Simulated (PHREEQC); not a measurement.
Consider water at 20 °C with 0.034 mol/kgw CdCl2, 0.0029 mol/kgw CaCl2, 0.17 mol/kgw H2SO4 and 0.042 mol/kgw NaCl. Closed to the air; pH follows from the charge balance.

Equilibrium calculation in PHREEQC: ion-association model, wateq4f.dat.

This is a speciation only: nothing precipitates in the calculation.

Problem. Order these Ca species by the share of Ca that they hold, largest first: CaHSO4+, CaSO4, Ca+2.

Solution. Ca+2 (56 %), CaHSO4+ (25 %), CaSO4 (19 %)

The pH is 0.80 and the ionic strength 0.321 mol/kgw.
